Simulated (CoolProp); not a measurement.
Vapour-liquid equilibrium of R125 (1) + R115 (2) at 0.0202 MPa; x and y are mole fractions of (1).

Values from CoolProp's multi-fluid Helmholtz-energy mixture model, Lemmon 2005 and Lemmon 2016; pair parameters Bell 2016.

Problem. Give the bubble temperature and the first vapour's composition at x = 0.35, 0.45, 0.65. Is there an azeotrope?

Solution. x = 0.35: 196.9 K, y = 0.518; x = 0.45: 196.4 K, y = 0.576; x = 0.65: 195.9 K, y = 0.679. y crosses x between x = 0.65 and 0.75: the model has an azeotrope there.

The pair parameters rest on a limited set of measurements; away from them the model extrapolates.
